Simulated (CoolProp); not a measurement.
Saturation properties of n-pentane.

Values from CoolProp's reference Helmholtz-energy equation of state, Thol 2019.

```tsv
T (°C)	p (MPa)	liquid density (kg/m³)	enthalpy of vaporisation (kJ/kg)	vapour viscosity (µPa s)
59.85	0.2137	584.7	337.5	7.34
64.15	0.2414	580.0	333.5	7.42
68.35	0.2712	575.3	329.6	7.49
72.55	0.3036	570.5	325.6	7.56
76.85	0.3397	565.5	321.4	7.63
81.05	0.3781	560.6	317.1	7.69
85.25	0.4196	555.5	312.8	7.76
89.55	0.4656	550.3	308.2	7.82
93.75	0.5140	545.1	303.6	7.89
97.95	0.5662	539.7	298.9	7.95
102.25	0.6236	534.2	293.9	8.01
106.45	0.6837	528.6	288.8	8.07
110.65	0.7481	522.9	283.6	8.13
114.95	0.8185	516.9	278.1	8.18
119.15	0.8920	510.9	272.5	8.24
```

It boils at 36.1 °C under 1 atm.

Viscosity comes from a separate model (Quiñones-Cisneros 2006), older than the equation that it now runs on, and unchecked against measurements.
